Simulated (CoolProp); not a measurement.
Properties of chloromethane (R40) along the isotherm 241.4 K.

Model: reference Helmholtz-energy equation of state, Thol 2014, in CoolProp.

| p (MPa) | phase | density (kg/m³) | cp (kJ/(kg K)) | isothermal compressibility (1/MPa) | expansivity (1/kK) | fugacity coefficient |
|---|---|---|---|---|---|---|
| 0.219 | liquid | 1017 | 1.585 | 0.001294 | 1.674 | 0.3182 |
| 0.331 | liquid | 1017 | 1.585 | 0.001292 | 1.673 | 0.2111 |
| 0.499 | liquid | 1017 | 1.585 | 0.001288 | 1.671 | 0.1406 |
| 0.752 | liquid | 1018 | 1.584 | 0.001284 | 1.667 | 0.09389 |
| 1.13 | liquid | 1018 | 1.583 | 0.001277 | 1.662 | (withheld) |
| 1.71 | liquid | 1019 | 1.582 | 0.001266 | 1.655 | 0.04228 |
| 2.58 | liquid | 1020 | 1.580 | 0.001251 | 1.644 | (withheld) |
| 3.9 | liquid | 1022 | 1.577 | 0.001228 | 1.628 | 0.01957 |
| 5.88 | liquid | 1024 | 1.573 | 0.001197 | 1.604 | 0.01363 |
| 8.87 | liquid | 1028 | 1.567 | 0.001152 | 1.571 | 0.009719 |
| 13.4 | liquid | 1033 | 1.558 | 0.001092 | (withheld) | 0.007186 |

### Question
Some entries are withheld; supply them.

### Answer

- 1.13, fugacity coefficient: 0.06307
- 2.58, fugacity coefficient: 0.02863
- 13.4, expansivity (1/kK): 1.525
